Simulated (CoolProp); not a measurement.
R236FA along the isotherm 400 K: density (kg/m³) from the reference equation and from simpler models built on Tc = 398.1 K, pc = 31.91 bar, ω = 0.377; each cubic takes its own stable root.

The numbers come from the reference Helmholtz-energy equation of state, Pan 2012 in CoolProp.

```tsv
p (bar)	phase	reference	van der Waals	Redlich-Kwong	Soave-Redlich-Kwong	Peng-Robinson
6.14	gas	30.14	29.84	30.10	30.09	30.33
12.3	gas	65.80	64.36	65.57	65.53	66.61
18.4	gas	109.7	105.6	108.9	108.7	111.6
24.5	gas	170.1	160.1	167.5	167.0	173.6
30.7	gas	287.2	259.4	277.1	273.8	289.9
36.8	supercritical	802.9	547.0	637.1	628.1	690.5
43	supercritical	874.4	598.7	712.4	707.0	781.3
49.1	supercritical	913.7	629.9	758.0	753.7	834.8
55.2	supercritical	942.0	653.1	792.3	788.7	874.7
61.4	supercritical	964.8	672.1	820.6	817.4	907.5
67.5	supercritical	983.5	687.8	844.3	841.4	934.7
73.6	supercritical	999.7	701.5	865.0	862.3	958.4
79.8	supercritical	1014	713.8	883.7	881.2	979.7
```
